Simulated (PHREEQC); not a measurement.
Make-up at 25 °C: 0.26 mol/kgw FeCl3, 0.00026 mol/kgw CaCl2, 0.0023 mol/kgw H2SO4 and 0.00013 mol/kgw Na2SO4. Closed to the air; pH follows from the charge balance.

Equilibrium calculation in PHREEQC: ion-association model, phreeqc.dat.

```
quantity                    before   after
--------------------------  ------  ------
pH                            1.85    0.92
ionic strength (mol/kgw)     0.803    1.03
Cl- (mol/kgw)                0.514   0.652
FeCl+2 (mol/kgw)             0.147  0.0658
FeCl2+ (mol/kgw)            0.0584  0.0305
Fe+3 (mol/kgw)              0.0373  0.0134
SI of Fe(OH)3(a) (Fe(OH)3)   -1.92   -5.20
SI of Goethite (FeOOH)       +3.98   +0.71
```

Question: Which change was made?
A. 0.013 mol/kgw NaCl added
B. FeCl3 from 0.26 to 0.234 mol/kgw
C. 0.29 mol/kgw NaHSO4 added

Answer: C, 0.29 mol/kgw NaHSO4 added

Precipitation was switched off in this run. The ionic strength passes 0.7 mol/kgw, the rough limit of the ion-association models, in every such run. Some of these states are supersaturated (in Hematite (slow to form), Goethite (slow to form), for instance).
